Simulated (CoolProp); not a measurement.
The fluid at 298.15 K and 4.83 MPa flows at 2.6 m/s in a round tube of 20 mm bore and 45 µm roughness, fully developed (64/Re and Nu = 3.66 if laminar; Colebrook and Gnielinski if turbulent). The same conditions are run with several fluids, on thermodynamics alone (safety and materials aside).

Model: reference Helmholtz-energy equation of state of each fluid (R507A: Lemmon 2003; ammonia: Gao 2020; R236FA: Pan 2012; n-heptane: Span 2003; C3F8 (R218): Lemmon 2006), in CoolProp. Blends and air are pseudo-pure fits.

**Question.** Rank R507A, ammonia, R236FA, n-heptane, C3F8 (R218) by Reynolds number, highest first.

**Answer.** R507A (394000), C3F8 (R218) (365000), ammonia (234000), R236FA (231000), n-heptane (86600)

```
fluid        Darcy friction factor  pressure drop (Pa/m)  heat-transfer coefficient (W/(m² K))  mass flow (kg/h)
-----------  ---------------------  --------------------  ------------------------------------  ----------------
R507A                       0.0246                  4510                                  7110              3190
ammonia                     0.0249                  2550                                 20400              1780
R236FA                      0.0249                  5810                                  5730              4060
n-heptane                   0.0260                  3000                                  4220              2010
C3F8 (R218)                 0.0246                  5740                                  5530              4060
```

Transport values come from each fluid's own correlations; those of R236FA, C3F8 (R218) are estimates that may be off by 10 % or more.
